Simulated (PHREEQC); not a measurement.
Consider water at 40 °C with 0.026 mol/kgw HF, 0.0089 mol/kgw KF and 0.0003 mol/kgw H2SiF6. Closed to the air; pH follows from the charge balance.

All values are PHREEQC results (ion-association model, phreeqc.dat), not measurements.

This is a speciation only: nothing precipitates in the calculation.

### Question
What pH does the model give?

### Answer
pH 2.82.

### Question
In which forms is F present?

### Answer
HF 65 %, F- 25 %, HF2- 5.0 %, SiF6-2 4.9 % of the F.

Away from 25 °C the constants follow the database's enthalpies or fits; those with neither stay at their 25 °C values. SiF6-2 is the database's only silicon fluoride.
